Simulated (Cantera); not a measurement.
Cantera run:

```python
import numpy as np
import cantera as ct

gas_names = """
    CL
""".split()
cond_names = """
    Na(cr) Na(L) NaCL(s) NaCL(L)
""".split()


# ... load() reads the species with a 1 bar reference pressure and builds the phases ...
species = {s.name: s for s in load("nasa_gas.yaml", gas_names) + load("nasa_condensed.yaml", cond_names)}
# Each term lists the table entries of one substance; the one whose range holds T is used.
reactions = {
    'Cl(g) + Na = NaCl':
        [(-1, ['CL']), (-1, ['Na(cr)', 'Na(L)']), (1, ['NaCL(s)', 'NaCL(L)'])],
}


def pick(names, T):
    return next(species[n] for n in names if species[n].thermo.min_temp <= T <= species[n].thermo.max_temp)


results = []
for label, terms in reactions.items():
    print(label)
    print("     T/K   dH/kJ  dS/(J/K)   dG/kJ   log10 K")
    for T in [300, 1025, 1050, 1075, 1100, 1125]:
        used = [(nu, pick(names, T)) for nu, names in terms]
        dH = sum(nu * s.thermo.h(T) for nu, s in used) / 1e6
        dS = sum(nu * s.thermo.s(T) for nu, s in used) / 1e3
        dG = dH - T * dS / 1e3
        logK = -dG * 1e6 / (ct.gas_constant * T * np.log(10))
        results.append((label, T, dH, dS, dG, logK, [s.name for _, s in used]))
        print(f"{T:8g} {dH:8.1f} {dS:8.1f} {dG:8.1f} {logK:8.2f}")
```

Output:

```
Cl(g) + Na = NaCl
     T/K   dH/kJ  dS/(J/K)   dG/kJ   log10 K
     300   -532.4   -144.4   -489.1    85.16
    1025   -531.5   -147.3   -380.5    19.39
    1050   -531.1   -146.9   -376.8    18.75
    1075   -502.5   -120.3   -373.2    18.13
    1100   -502.0   -119.9   -370.2    17.58
    1125   -501.6   -119.4   -367.2    17.05
```

Standard-state values (1 bar) from the NASA 1993 polynomials, evaluated with Cantera. Condensed species are held in their standard states even where they would react or evaporate.
